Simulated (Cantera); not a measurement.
Input: 1 mol ZrO2, 140 mol H2, 4.8 mol H2O, equilibrated at 1850 K and 700 Pa.

Cantera equilibrium calculation (NASA polynomials, part measured and part estimated; ideal gas, pure solids and liquids). Candidate condensed phases: H2O, Zr, ZrO2; 12 gas species. Rates play no part.

### Question
What is the equilibrium state?

### Answer
* **x(H2)**: 0.961
* **x(H2O)**: 0.0330
* **x(H)**: 0.00631
* **x(OH)**: 1.60e-5
* **n(ZrO2(tetragonal))**: 1.00 mol
* **gas amount**: 145.3 mol
* **log10 activity of Zr(β) (absent)**: -10.24
